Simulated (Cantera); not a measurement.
What does this Cantera script print?

```python
import numpy as np
import cantera as ct

gas_names = [...]  # 87 gases of nasa_gas.yaml made of C, H, Si
cond_names = """
    C(gr) C6H6(L) C7H8(L) C8H18(L),n-octa Si(cr) Si(L) SiC(b)
""".split()


# ... load() reads the species with a 1 bar reference pressure and builds the phases ...
atoms = {
    'SiC': {'Si': 1, 'C': 1},
    'H2': {'H': 2},
    'C': {'C': 1},
}
top_T = {'C(gr)': 4500, 'SiC(b)': 3050}  # K; cautious upper limits of use, not melting points


# ... equilibrate(T, P, feed) seeds the gas with the atoms and calls Mixture.equilibrate('TP', solver="vcs", rtol=1e-11, max_steps=5000) ...
results = []
feed = {'SiC': 1, 'H2': 0.065, 'C': 0.0055}  # mol
T = 1650  # K
for P in [1, 10, 100, 1000, 10000, 100000, 1000000]:
    mix = equilibrate(T, P, feed)
    results.append((T, P, feed, dict(zip(mix.species_names, mix.species_moles))))

top = {s: max(r[3][s] / sum(r[3][g] for g in gas_names) for r in results) for s in gas_names}
cols = sorted((s for s in top if top[s] > 0.001), key=lambda s: -top[s])[:5]
seen = [c for c in cond_names if any(r[3].get(c, 0) > 1e-12 for r in results)]
print("log10 of partial pressures in bar; condensed amounts in mol")
print(f"{'P/Pa':>10s}" + "".join(f"{s[:9]:>10s}" for s in cols + seen))
for T, P, feed, n in results:
    ng = sum(n[g] for g in gas_names)
    print(f"{P:10.4g}" + "".join(f"{np.log10(max(n[s] / ng * P / 1e5, 1e-99)):10.3f}" for s in cols)
          + "".join(f"{n.get(c, 0):10.4g}" for c in seen))
```

It prints:

```
log10 of partial pressures in bar; condensed amounts in mol
      P/Pa        H2         H       CH4     C(gr)    SiC(b)
         1    -5.013    -6.548   -12.902  0.005516         1
        10    -4.004    -6.044   -10.884  0.005496         1
       100    -3.001    -5.542    -8.879  0.005494         1
      1000    -2.000    -5.042    -6.877  0.005493         1
     1e+04    -1.000    -4.542    -4.877  0.005485         1
     1e+05    -0.001    -4.042    -2.878  0.005407         1
     1e+06     0.994    -3.545    -0.888  0.004659         1
```

These are equilibrium values from Cantera (NASA tables, ideal gas, pure condensed phases), not measurements of a reactor.
